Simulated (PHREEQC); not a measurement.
Dissolve 0.0029 mol HCl, 0.0002 mol FeCl2 and 4.4e-05 mol MgCl2 per kg of water at 30 °C. Closed to the air; pH follows from the charge balance.

All values are PHREEQC results (ion-association model, phreeqc.dat), not measurements.

Question: The ionic strength comes out as 0.00363 mol/kgw. What activity coefficients do H+, Mg+2, Cl-, Fe+2 get?

Answer: H+ 0.94, Mg+2 0.77, Cl- 0.94, Fe+2 0.77.

This is a speciation only: nothing precipitates in the calculation.
